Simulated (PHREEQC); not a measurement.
1.9 g of hydrous ferric oxide (600 m²/g; 0.2 weak and 0.005 strong sites per Fe, Dzombak-Morel constants, diffuse double layer) in 1 kg of water with 0.3 mol/kgw of an inert sodium salt and 0.00036 mol/kgw Na2SeO3, at 25 °C; the pH is set by adding NaOH or the inert anion's acid. The system is closed to oxygen. No CO2 enters from the air. Nothing may precipitate in this run.

The series has 17 steps of pH, from 3 to 9.

The numbers come from PHREEQC with the ion-association model, wateq4f.dat.

Task: At which pH does the surface charge pass through zero?

Result: Near pH 7.8.

Complexes and solids missing from the database can't appear. The database's selenite sorption wasn't checked against measurements; a fall in acid may be a fault of its surface constants. The oxide is taken as insoluble; below pH 4 it would dissolve.
